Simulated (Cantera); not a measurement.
Charge: 1 mol C, 0.25 mol H2O, 12 mol H2, held at 2650 °C and 10.0 Torr.

Equilibrium computed with Cantera from the NASA thermochemical tables; the gas is ideal and each condensed phase is pure. Candidate condensed phases: C, C6H6, C7H8, C8H18, H2O; 110 gas species. Rates play no part.

### Question
What is the equilibrium state?

### Answer
| Item | Result |
|---|---|
| x(H) | 0.627 |
| x(H2) | 0.341 |
| x(CO) | 0.0136 |
| x(C2H2 (acetylene)) | 0.00957 |
| x(C3) | 0.00431 |
| x(C2H) | 0.00270 |
| x(C) | 0.00135 |
| x(C2) | 0.000572 |
| x(C4H2) | 0.000112 |
| gas amount | 18.41 mol |
| log10 activity of C(graphite) (absent) | -0.12 |
